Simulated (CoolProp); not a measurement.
The fluid at 449.33 K and 0.426 MPa expands adiabatically to 0.237 MPa with isentropic efficiency 0.85. The same conditions are run with several fluids, on thermodynamics alone (safety and materials aside).

Computed with CoolProp (reference Helmholtz-energy equation of state of each fluid (R1336mzz(Z): McLinden 2020; isobutene: Lemmon 2005; methanol: de Reuck 1993; n-butane: Bücker 2006; R407C: Lemmon 2003)). Blends and air are pseudo-pure fits.

Rank R1336mzz(Z), isobutene, methanol, n-butane, R407C by work (kJ/kg), highest first.

methanol (53.9), isobutene (31.7), n-butane (30.6), R407C (20.8), R1336mzz(Z) (10.7)

```
fluid        final temperature (K)  final density (kg/m³)
-----------  ---------------------  ---------------------
R1336mzz(Z)                  437.5                   11.0
isobutene                    433.2                   3.76
methanol                     415.2                   2.26
n-butane                     434.9                   3.89
R407C                        428.5                   5.79
```
